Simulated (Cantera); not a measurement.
Feed: 1 mol Al, 1.8 mol H2O, 6.3 mol N2, held at 1752 °C and 0.340 bar.

Equilibrium computed with Cantera from the NASA thermochemical tables; the gas is ideal and each condensed phase is pure. Candidate condensed phases: Al, AlN, Al2O3, H2O; 35 gas species. Gases not in the tables: Al(OH)3. The numbers say what is thermodynamically allowed, not how fast it happens.

Base state: N2 0.777, H2 0.184, H2O 0.0370, H 0.00142, OH 2.97e-5 (mole fractions); condensed: Al2O3(s).

Q: What changes in the equilibrium state with this change: temperature from 1752 °C to 752 °C?

A: 
| species | before | after |
|---|---|---|
| N2 | 0.777 | 0.778 |
| H2 | 0.184 | 0.185 |
| H2O | 0.0370 | 0.0370 |
| H | 0.00142 | 3.22e-9 |
| OH | 2.97e-5 | <1e-9 |
| NH3 | 4.57e-7 | 1.18e-5 |
| Al2O3(s), mol | 0.500 | 0.500 |

Q: What changes in the equilibrium state with this change: pressure from 0.340 bar to 1.33 mbar?

A: 
```
species         before    after
-------------  -------  -------
N2               0.777    0.769
H2               0.184    0.172
H2O             0.0370   0.0361
H              0.00142   0.0219
O              1.66e-7  4.41e-5
NO             2.12e-6  3.52e-5
Al2O3(s), mol    0.500    0.500
```
